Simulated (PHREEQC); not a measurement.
0.92 g of hydrous ferric oxide (600 m²/g; 0.2 weak and 0.005 strong sites per Fe, Dzombak-Morel constants, diffuse double layer) in 1 kg of water with 0.3 mol/kgw of an inert sodium salt and 1.5 mmol/kgw Na2HAsO4, at 25 °C; the pH is set by adding NaOH or the inert anion's acid. Oxygen is held at 0.21 atm. CO2 from the air is kept out. No solid was allowed to form.

The numbers come from PHREEQC with the ion-association model, wateq4f.dat.

**Question.** Predict surface charge σ (C/m²) at pH = 3, 3.5, 9.5, 10, 10.5.

**Answer.** 
| pH | surface charge σ (C/m²) |
|---|---|
| 3 | 0.105 |
| 3.5 | 0.097 |
| 9.5 | -0.230 |
| 10 | -0.281 |
| 10.5 | -0.330 |

Species that the database lacks are ignored. The oxide is taken as insoluble; below pH 4 it would dissolve.
